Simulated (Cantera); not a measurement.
## Ignition delay

Mixture: 5.98 % CH3OH, 16.3 % O2, 77.7 % N2, equivalence ratio 0.55, at 10.0 bar, adiabatic and at constant pressure. Ignition delay is the time to a rise of 400 K.

Cantera simulation using GRI-Mech 3.0 (53 species, 325 reactions); the numbers are that mechanism's predictions, not measurements. GRI-Mech 3.0 was tuned for natural gas; its chemistry of methanol as a main component is partial and can be far from experiment.

```
T0 (K)  delay (ms)
------  ----------
1175          2.78
1275         0.566
1375         0.153
1475        0.0531
1575        0.0224
1675        0.0109
1775       0.00595
1875       0.00361
1975       0.00244
2075       0.00186
```

```
Property                                                 Value
--------------------------------------------------  ----------
apparent activation energy between 1875 and 2075 K  110 kJ/mol
```
